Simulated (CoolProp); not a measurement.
Properties of R152A along the isotherm 435 K (Tc = 386.4 K, pc = 45.17 bar, ω = 0.275).

Values from CoolProp's reference Helmholtz-energy equation of state, Outcalt 1996. It is a modified Benedict-Webb-Rubin equation, recast in Helmholtz form.

```
p (bar)          phase       Z  cp (kJ/(kg K))  cv (kJ/(kg K))  Joule-Thomson coefficient (K/MPa)  viscosity (µPa s)  Prandtl number
-------  -------------  ------  --------------  --------------  ---------------------------------  -----------------  --------------
34.7               gas  0.7962           1.640           1.284                              8.688               17.0           0.896
69.5     supercritical  0.5493           2.698           1.390                              8.073               22.9            1.38
104      supercritical  0.4196           2.900           1.395                              3.382               42.1            2.03
139      supercritical  0.4548           2.384           1.363                              1.517               55.8            1.99
174      supercritical  0.5171           2.176           1.349                             0.8635               64.5            1.95
208      supercritical  0.5825           2.068           1.343                             0.5451               71.5            1.95
243      supercritical  0.6509           1.998           1.340                             0.3465               78.0            1.97
278      supercritical  0.7192           1.950           1.340                             0.2132               84.0            2.00
313      supercritical  0.7869           1.914           1.340                             0.1172               89.8            2.03
347      supercritical  0.8521           1.887           1.342                            0.04639               95.1            2.07
382      supercritical  0.9185           1.865           1.344                           -0.01095                100            2.10
417      supercritical  0.9842           1.847           1.346                           -0.05712                106            2.14
452      supercritical   1.049           1.832           1.349                           -0.09511                111            2.17
```

The peak of cp marks the crossing from liquid-like to gas-like fluid above the critical point.

Viscosity comes from a separate model (Bell 2016), an estimate that may be off by 10 % or more. Thermal conductivity comes from a separate model (Krauss 1996).
